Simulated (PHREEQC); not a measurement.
Make-up at 45 °C: 110 mmol/kgw CdCl2, 0.35 mmol/kgw NaCl and 64 mmol/kgw MnSO4. Closed to the air; pH follows from the charge balance.

The numbers come from PHREEQC with the ion-association model, phreeqc.dat.

```json
{
  "pH": "5.48",
  "ionic_strength": "0.272 mol/kgw",
  "density": "1.016 g/cm³"
}
```

| species | molality | activity | log γ |
|---|---|---|---|
| Cl- | 0.120 | 0.0818 | -0.165 |
| CdCl+ | 0.0604 | 0.0439 | -0.138 |
| Mn+2 | 0.0396 | 0.0114 | -0.542 |
| SO4-2 | 0.0280 | 0.00698 | -0.603 |
| MnSO4 | 0.0190 | 0.0202 | 0.027 |
| Cd+2 | 0.0189 | 0.00528 | -0.553 |

Precipitation was switched off in this run. At this temperature some constants are extrapolated from 25 °C, and those without enthalpy data are left unchanged.
